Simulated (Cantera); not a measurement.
Feed: 1 mol SiH₂Cl₂, 0.22 mol C₃H₈, 1100 mol H₂, at 0.00110 bar.

Cantera equilibrium calculation (NASA polynomials, part measured and part estimated; ideal gas, pure solids and liquids). Candidate condensed phases: C, C₆H₆, C₇H₈, C₈H₁₈, Si, SiC; 109 gas species. Kinetics and transport are ignored.

At 1900 K, list the 4 most abundant gas species with their mole fractions, and the condensed phases.

H₂ 0.974, H 0.0236, HCl 0.00176, Si 0.000624. Condensed: SiC(s).
